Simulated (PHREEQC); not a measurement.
A made-up water analysis in mg/L, 25 °C, pH 6.74, pe 10.5: Na 0.448; K 0.0052; Ca 0.0596; Mg 0.00269; Cl 0.22; S(6) as SO4 0.0631; Alkalinity as HCO3 0.951; O(0) (dissolved oxygen) 0.00111; Ba 0.0726; N(5) as NO3 0.000375.

Valence states are taken as typed.

All values are PHREEQC results (ion-association model, phreeqc.dat), not measurements.

No solid was allowed to form.

Question: Estimate the charge-balance error.

Answer: charge-balance error 1.6 %.

Question: In which forms is C present?

Answer: HCO3- 71 %, CO2 29 % of the C.
